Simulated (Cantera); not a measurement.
Charge: 1 mol Si, 1.2 mol HCl, 14 mol H₂, at 648.15 K and 1 atm.

Cantera equilibrium calculation (NASA polynomials, part measured and part estimated; ideal gas, pure solids and liquids). Candidate condensed phases: Si; 19 gas species. The numbers say what is thermodynamically allowed, not how fast it happens.

Base state: H₂ 0.976, SiHCl₃ 0.0124, SiCl₄ 0.0105, SiH₂Cl₂ 0.000846, HCl 6.46e-5, SiH₃Cl 1.18e-5 (mole fractions); condensed: Si(s).

Task: What changes in the equilibrium state with this change: temperature from 648.15 K to 1098.15 K?

Result: 
| species | before | after |
|---|---|---|
| H₂ | 0.976 | 0.966 |
| HCl | 6.46e-5 | 0.0138 |
| SiHCl₃ | 0.0124 | 0.00900 |
| SiCl₄ | 0.0105 | 0.00879 |
| SiCl₂ | 2.42e-9 | 0.000397 |
| SiCl₃ | 1.96e-7 | 0.000499 |
| SiH₃Cl | 1.18e-5 | 3.58e-5 |
| SiH₂Cl₂ | 0.000846 | 0.00110 |
| Si(s), mol | 0.648 | 0.704 |
The tables' values for SiCl₃ are old estimates; treat these amounts as uncertain.
